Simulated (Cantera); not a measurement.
What does this Cantera script print?

```python
import numpy as np
import cantera as ct

gas = ct.Solution("h2o2.yaml")
gas.TPX = 1325, 270, {'H2': 0.017, 'O2': 1}
reactor = ct.IdealGasConstPressureReactor(gas, energy="off", clone=False)
net = ct.ReactorNet([reactor])
net.rtol, net.atol = 1e-08, 1e-18
show = ['H2', 'O2', 'H2O', 'H2O2', 'O', 'H', 'HO2']
times = np.geomspace(0.0007, 2, 13)

steps = ct.SolutionArray(gas, extra=["t"])
rows = []
print(f"{'t/s':>10s}{'T/K':>9s}{'P/Pa':>11s}" + "".join(f"{s:>11s}" for s in show))
for t in times:
    while net.time < t:
        t_next = net.step()
        steps.append(gas.state, t=t_next)
    rows.append([np.interp(t, steps.t, y) for y in (steps.T, steps.P, *steps(*show).X.T)])
    print(f"{t:10.3e}{rows[-1][0]:9.1f}{rows[-1][1]:11.4g}" + "".join(f"{x:11.3e}" for x in rows[-1][2:]))
rate = np.gradient(steps.T, steps.t)
print("integrator steps:", len(steps.t))
if steps.T.max() > steps.T[0] + 200:
    print(f"time of steepest temperature rise: {steps.t[rate.argmax()]:.4e} s")
gas.TPX = 1325, 270, {'H2': 0.017, 'O2': 1}
gas.equilibrate("TP")
print(f"equilibrium (TP): T = {gas.T:.1f} K  " + "  ".join(f"{s} {gas[s].X[0]:.3e}" for s in show))
```

Result:

```
       t/s      T/K       P/Pa         H2         O2        H2O       H2O2          O          H        HO2
 7.000e-04   1325.0        270  1.672e-02  9.833e-01  5.762e-09  4.643e-12  1.806e-08  5.882e-09  1.817e-08
 1.359e-03   1325.0        270  1.672e-02  9.833e-01  3.004e-08  1.720e-11  5.369e-08  1.164e-08  3.525e-08
 2.637e-03   1325.0        270  1.672e-02  9.833e-01  1.882e-07  6.270e-11  2.191e-07  3.759e-08  6.837e-08
 5.118e-03   1325.0        270  1.671e-02  9.833e-01  2.192e-06  2.221e-10  2.008e-06  3.166e-07  1.326e-07
 9.933e-03   1325.0        270  1.653e-02  9.831e-01  1.350e-04  7.174e-10  1.169e-04  1.829e-05  2.505e-07
 1.928e-02   1325.0        270  1.655e-03  9.696e-01  1.277e-02  1.211e-08  1.138e-02  1.362e-03  2.560e-07
 3.742e-02   1325.0        270  1.117e-04  9.677e-01  1.523e-02  4.800e-09  1.423e-02  9.024e-04  1.819e-07
 7.262e-02   1325.0        270  1.088e-04  9.678e-01  1.525e-02  4.753e-09  1.413e-02  8.883e-04  1.807e-07
 1.409e-01   1325.0        270  1.072e-04  9.680e-01  1.527e-02  4.741e-09  1.392e-02  8.687e-04  1.795e-07
 2.736e-01   1325.0        270  1.044e-04  9.684e-01  1.531e-02  4.719e-09  1.352e-02  8.321e-04  1.774e-07
 5.309e-01   1325.0        270  9.908e-05  9.692e-01  1.538e-02  4.675e-09  1.279e-02  7.666e-04  1.734e-07
 1.030e+00   1325.0        270  8.982e-05  9.706e-01  1.550e-02  4.586e-09  1.152e-02  6.571e-04  1.658e-07
 2.000e+00   1325.0        270  7.500e-05  9.727e-01  1.568e-02  4.408e-09  9.527e-03  4.960e-04  1.525e-07
integrator steps: 653
equilibrium (TP): T = 1325.0 K  H2 4.414e-08  O2 9.831e-01  H2O 1.684e-02  H2O2 5.741e-11  O 5.290e-06  H 6.656e-09  HO2 1.407e-08
```

Detailed kinetics in Cantera: the H2/O2 subset of GRI-Mech 3.0, which has no nitrogen chemistry. Radical loss at walls, strong at low pressure, is not modelled.
